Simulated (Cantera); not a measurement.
Cantera run, input and output.

```python
import numpy as np
import cantera as ct

gas = ct.Solution("h2o2.yaml")
gas.TPX = 500, 15000, {'H2': 1, 'O2': 0.5, 'N2': 1.88, 'H2O': 0.35}
flame = ct.FreeFlame(gas, width=0.15)
flame.set_refine_criteria(ratio=3, slope=0.08, curve=0.16)
flame.transport_model = "mixture-averaged"
flame.solve(loglevel=0, auto=True)
z, T = flame.grid, flame.T
thick = (T[-1] - T[0]) / np.gradient(T, z).max()
show = ['H2', 'O2', 'H2O', 'O', 'H2O2', 'H']
print(f"laminar burning velocity  {flame.velocity[0] * 100:.3f} cm/s")
print(f"burnt temperature         {T[-1]:.1f} K")
print(f"thermal thickness         {thick * 1e3:.4f} mm")
print(f"grid points               {len(z)}")
z0 = z[flame.heat_release_rate.argmax()]
print(f"{'z/mm':>9s}{'T/K':>9s}{'u/(m/s)':>9s}" + "".join(f"{s:>11s}" for s in show))
rows = []
for k in (-3, -2, -1.5, -1, -0.5, -0.25, 0, 0.25, 0.5, 1, 2, 4, 8):
    zz = z0 + k * thick
    rows.append([k * thick, np.interp(zz, z, T), np.interp(zz, z, flame.velocity),
                 *(np.interp(zz, z, flame.X[gas.species_index(s)]) for s in show)])
    print(f"{rows[-1][0] * 1e3:9.3f}{rows[-1][1]:9.1f}{rows[-1][2]:9.3f}" + "".join(f"{x:11.3e}" for x in rows[-1][3:]))
```

It prints:

```
laminar burning velocity  399.189 cm/s
burnt temperature         2256.9 K
thermal thickness         4.9690 mm
grid points               135
     z/mm      T/K  u/(m/s)         H2         O2        H2O          O       H2O2          H
  -14.907    500.0    3.992  2.681e-01  1.340e-01  9.383e-02  2.389e-17 -7.849e-17  3.427e-18
   -9.938    500.0    3.992  2.681e-01  1.340e-01  9.383e-02  3.486e-15  6.198e-16  1.088e-15
   -7.454    500.0    3.992  2.681e-01  1.340e-01  9.383e-02  2.837e-13  5.003e-14  4.601e-13
   -4.969    500.0    3.992  2.681e-01  1.340e-01  9.383e-02  1.005e-10  2.609e-11  8.466e-10
   -2.485    502.8    4.009  2.669e-01  1.342e-01  9.410e-02  1.278e-06  8.874e-07  2.551e-05
   -1.242    631.9    4.964  2.465e-01  1.314e-01  1.059e-01  9.310e-05  7.655e-06  3.238e-03
    0.000   1040.7    7.914  1.478e-01  9.854e-02  1.836e-01  3.880e-03  8.883e-07  3.673e-02
    1.242   1329.4    9.978  5.816e-02  4.350e-02  2.835e-01  9.827e-03  1.312e-06  6.271e-02
    2.485   1454.8   10.844  4.711e-02  3.285e-02  3.031e-01  1.033e-02  1.054e-06  5.761e-02
    4.969   1587.9   11.730  4.688e-02  2.905e-02  3.126e-01  9.467e-03  6.260e-07  4.584e-02
    9.938   1728.8   12.639  4.549e-02  2.531e-02  3.238e-01  7.916e-03  3.244e-07  3.385e-02
   19.876   1867.7   13.508  4.190e-02  2.135e-02  3.369e-01  6.030e-03  1.711e-07  2.324e-02
   39.752   1995.8   14.286  3.648e-02  1.739e-02  3.511e-01  4.170e-03  9.997e-08  1.478e-02
```

Model: the H2/O2 subset of GRI-Mech 3.0, which has no nitrogen chemistry, integrated in Cantera. Burning velocities carry a grid error of a few per cent, more on coarse grids.
